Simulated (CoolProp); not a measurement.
Vapour-liquid equilibrium of R113 (1) + benzene (2) at 0.0352 MPa; x and y are mole fractions of (1).

Computed with CoolProp (multi-fluid Helmholtz-energy mixture model, Marx 1992 and Thol 2012; pair parameters Bell 2016).

Give the bubble temperature and the first vapour's composition at x = 0.125, 0.425, 0.725. Is there an azeotrope?

x = 0.125: 38.0 °C, y = 0.431; x = 0.425: 27.6 °C, y = 0.727; x = 0.725: 22.6 °C, y = 0.870. No azeotrope shows between x = 0.05 and 0.95.

The pair parameters rest on a limited set of measurements; away from them the model extrapolates.
